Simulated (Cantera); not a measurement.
Feed: 1 mol c-C4F8, 0.037 mol F2, 1 mol H2, equilibrated at 2375 K and 0.133 bar.

These are equilibrium values from Cantera (NASA tables, ideal gas, pure condensed phases), not measurements of a reactor. Candidate condensed phases: C, C6H6, C7H8, C8H18; 95 gas species. The feed counts by its element totals alone. The tables' values for C2F4 are old estimates; treat these amounts as uncertain. Gases not in the tables: C2F6 and larger saturated fluorocarbons. Rates play no part.

**Question.** What is the equilibrium state?

**Answer.** 
- x(HF): 0.478
- x(CF4): 0.235
- x(CF2): 0.199
- x(F): 0.0724
- x(CF3): 0.0136
- x(CF): 0.00158
- x(C2F4): 1.93e-5
- x(H): 1.46e-5
- x(CHF3): 1.38e-5
- n(C(graphite)): 2.12 mol
- gas amount: 4.181 mol
